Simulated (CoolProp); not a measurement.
A Linde-Hampson liquefier for ethane: isothermal reversible compression at 320 K from 1 atm to 40 MPa, throttling to 1 atm, return gas leaving the recuperator 10 K below the feed. Each further row changes one setting.

Model: reference Helmholtz-energy equation of state, Bücker 2006, in CoolProp.

| case | liquid yield per pass | compression work (kJ/kg of gas) |
|---|---|---|
| as stated | 0.446 | 414 |
| high pressure 80 MPa | 0.395 | 499 |
| warm-end temperature 350 K | 0.376 | 482 |
| warm-end gap 15 K | 0.439 | 414 |
